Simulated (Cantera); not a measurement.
A Cantera script and its output.

```python
import numpy as np
import cantera as ct

gas = ct.Solution("gri30.yaml")
gas.TPX = 1600, 22000, {'CO': 1, 'H2': 0.75, 'CH4': 0.22, 'O2': 0.877, 'N2': 3.3}
reactor = ct.IdealGasReactor(gas, energy="on", clone=False)
net = ct.ReactorNet([reactor])
net.rtol, net.atol = 1e-08, 1e-16
show = ['CO', 'H2', 'CH4', 'O', 'H2O', 'NO2', 'C2H2']
times = np.geomspace(4e-06, 1, 13)

steps = ct.SolutionArray(gas, extra=["t"])
rows = []
print(f"{'t/s':>10s}{'T/K':>9s}{'P/Pa':>11s}" + "".join(f"{s:>11s}" for s in show))
for t in times:
    while net.time < t:
        t_next = net.step()
        steps.append(gas.state, t=t_next)
    rows.append([np.interp(t, steps.t, y) for y in (steps.T, steps.P, *steps(*show).X.T)])
    print(f"{t:10.3e}{rows[-1][0]:9.1f}{rows[-1][1]:11.4g}" + "".join(f"{x:11.3e}" for x in rows[-1][2:]))
rate = np.gradient(steps.T, steps.t)
print("integrator steps:", len(steps.t))
if steps.T.max() > steps.T[0] + 200:
    print(f"time of steepest temperature rise: {steps.t[rate.argmax()]:.4e} s")
gas.TPX = 1600, 22000, {'CO': 1, 'H2': 0.75, 'CH4': 0.22, 'O2': 0.877, 'N2': 3.3}
gas.equilibrate("UV")
print(f"equilibrium (UV): T = {gas.T:.1f} K  " + "  ".join(f"{s} {gas[s].X[0]:.3e}" for s in show))
```

Result:

```
       t/s      T/K       P/Pa         CO         H2        CH4          O        H2O        NO2       C2H2
 4.000e-06   1600.0    2.2e+04  1.627e-01  1.220e-01  3.579e-02  1.078e-07  2.178e-07  2.137e-21  2.603e-17
 1.127e-05   1600.0    2.2e+04  1.627e-01  1.220e-01  3.579e-02  3.928e-07  2.484e-06  1.489e-19  6.626e-16
 3.175e-05   1600.0    2.2e+04  1.627e-01  1.220e-01  3.575e-02  3.705e-06  4.643e-05  1.497e-17  4.830e-13
 8.944e-05   1655.0  2.279e+04  1.638e-01  1.162e-01  2.767e-02  4.760e-04  1.199e-02  3.514e-12  3.482e-06
 2.520e-04   2410.4  3.354e+04  1.408e-01  4.517e-02  6.349e-16  2.087e-02  1.053e-01  3.026e-09  7.462e-19
 7.099e-04   2677.0  3.658e+04  1.423e-01  4.388e-02  2.564e-15  1.525e-02  1.179e-01  5.345e-08  1.106e-17
 2.000e-03   2823.9  3.818e+04  1.424e-01  4.292e-02  1.069e-14  1.150e-02  1.258e-01  4.367e-07  6.830e-17
 5.635e-03   2822.7  3.814e+04  1.428e-01  4.338e-02  1.169e-14  1.087e-02  1.260e-01  7.512e-07  7.410e-17
 1.587e-02   2822.4  3.814e+04  1.428e-01  4.342e-02  1.174e-14  1.083e-02  1.260e-01  7.727e-07  7.433e-17
 4.472e-02   2822.4  3.814e+04  1.428e-01  4.342e-02  1.174e-14  1.083e-02  1.260e-01  7.727e-07  7.433e-17
 1.260e-01   2822.4  3.814e+04  1.428e-01  4.342e-02  1.174e-14  1.083e-02  1.260e-01  7.727e-07  7.433e-17
 3.550e-01   2822.4  3.814e+04  1.428e-01  4.342e-02  1.174e-14  1.083e-02  1.260e-01  7.727e-07  7.433e-17
 1.000e+00   2822.4  3.814e+04  1.428e-01  4.342e-02  1.174e-14  1.083e-02  1.260e-01  7.727e-07  7.433e-17
integrator steps: 1363
time of steepest temperature rise: 1.0760e-04 s
equilibrium (UV): T = 2822.4 K  CO 1.428e-01  H2 4.342e-02  CH4 1.529e-14  O 1.083e-02  H2O 1.260e-01  NO2 7.727e-07  C2H2 7.810e-17
```

Computed with Cantera and GRI-Mech 3.0 (53 species, 325 reactions).
